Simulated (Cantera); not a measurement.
# Adiabatic ignition

An adiabatic, constant-volume homogeneous reactor starts with 1.62 % C3H8, 10.9 % O2, 87.4 % N2, at 1575 K and 500000 Pa.

Cantera simulation using GRI-Mech 3.0 (53 species, 325 reactions); the numbers are that mechanism's predictions, not measurements. GRI-Mech 3.0 was tuned for natural gas; its chemistry of propane as a main component is partial and can be far from experiment.

```
t (s)     T (K)  P (bar)  x C3H8    x O2    x C2H6     x CH3    x CH2O    x N2O
--------  -----  -------  ------  ------  --------  --------  --------  -------
8.00e-6    1570     5.01  0.0114   0.107  0.000805   0.00117  0.000794  3.32e-9
2.33e-5    2193     7.27  <1e-12  0.0392    <1e-12  9.22e-11  5.99e-10  1.20e-6
6.76e-5    2558     8.31  <1e-12  0.0295    <1e-12    <1e-12  2.74e-11  1.64e-6
0.000196   2580     8.37  <1e-12  0.0286    <1e-12    <1e-12  1.74e-11  1.54e-6
0.000571   2577     8.36  <1e-12  0.0280    <1e-12    <1e-12  1.73e-11  1.52e-6
0.00166    2571     8.33  <1e-12  0.0266    <1e-12    <1e-12  1.71e-11  1.51e-6
0.00482    2563     8.31  <1e-12  0.0251    <1e-12    <1e-12  1.69e-11  1.52e-6
0.0140     2561     8.30  <1e-12  0.0247    <1e-12    <1e-12  1.68e-11  1.52e-6
0.0407     2561     8.30  <1e-12  0.0247    <1e-12    <1e-12  1.68e-11  1.52e-6
0.118      2561     8.30  <1e-12  0.0247    <1e-12    <1e-12  1.68e-11  1.52e-6
0.344      2561     8.30  <1e-12  0.0247    <1e-12    <1e-12  1.68e-11  1.52e-6
1.00       2561     8.30  <1e-12  0.0247    <1e-12    <1e-12  1.68e-11  1.52e-6
```
x: mole fraction; the columns are a selection and need not sum to one.

```json
{
  "time_of_steepest_temperature_rise": "20.5 µs",
  "temperature at 1.00 s": "2561 K",
  "equilibrium_temperature": "2561 K",
  "x(C3H8) at 1.00 s": "<1e-12 (gas-phase equilibrium <1e-12)",
  "x(O2) at 1.00 s": "0.0247 (gas-phase equilibrium 0.0247)",
  "x(C2H6) at 1.00 s": "<1e-12 (gas-phase equilibrium <1e-12)"
}
```
